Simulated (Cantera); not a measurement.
A perfectly stirred reactor is fed with H2 : O2 : N2 = 1.8 : 1 : 5.1 (molar parts), at 158 Torr; it is held at 1400 K, and followed from long to short residence time.

Model: GRI-Mech 3.0 (53 species, 325 reactions), integrated in Cantera. The temperature is held fixed by assumption; the heat of reaction is taken as removed at once.

Question: What does this change do: temperature 1400 to 1200 K?

Answer: 
```csv
quantity,before,after
x(H2) at τ = 0.900 s,0.00115,0.000891
x(O2) at τ = 0.900 s,0.0146,0.0146
x(NO) at τ = 0.900 s,1.95e-6,4.52e-7
x(NO2) at τ = 0.900 s,5.65e-10,2.91e-10
x(N2O) at τ = 0.900 s,5.85e-8,5.58e-8
x(H2) at τ = 14.0 ms,0.0117,0.00988
x(O2) at τ = 14.0 ms,0.0200,0.0195
x(NO) at τ = 14.0 ms,9.45e-6,3.37e-6
x(NO2) at τ = 14.0 ms,4.45e-10,2.19e-10
x(N2O) at τ = 14.0 ms,2.19e-8,1.97e-8
```

Question: What does this change do: temperature 1400 to 775 K?

Answer: 
```csv
quantity,before,after
x(H2) at τ = 0.900 s,0.00115,0.228
x(O2) at τ = 0.900 s,0.0146,0.127
x(NO) at τ = 0.900 s,1.95e-6,<1e-12
x(NO2) at τ = 0.900 s,5.65e-10,<1e-12
x(N2O) at τ = 0.900 s,5.85e-8,<1e-12
x(H2) at τ = 14.0 ms,0.0117,0.228
x(O2) at τ = 14.0 ms,0.0200,0.127
x(NO) at τ = 14.0 ms,9.45e-6,<1e-12
x(NO2) at τ = 14.0 ms,4.45e-10,<1e-12
x(N2O) at τ = 14.0 ms,2.19e-8,<1e-12
```
Below about 950 K walls govern HO2 and H2O2 in real vessels.

Question: What does this change do: H2 1.8 to 3.7 parts?

Answer: 
```csv
quantity,before,after
x(H2) at τ = 0.900 s,0.00115,0.191
x(O2) at τ = 0.900 s,0.0146,4.16e-5
x(NO) at τ = 0.900 s,1.95e-6,2.45e-7
x(NO2) at τ = 0.900 s,5.65e-10,<1e-12
x(N2O) at τ = 0.900 s,5.85e-8,3.60e-11
x(H2) at τ = 14.0 ms,0.0117,0.178
x(O2) at τ = 14.0 ms,0.0200,0.000413
x(NO) at τ = 14.0 ms,9.45e-6,1.77e-6
x(NO2) at τ = 14.0 ms,4.45e-10,1.18e-12
x(N2O) at τ = 14.0 ms,2.19e-8,3.01e-10
```
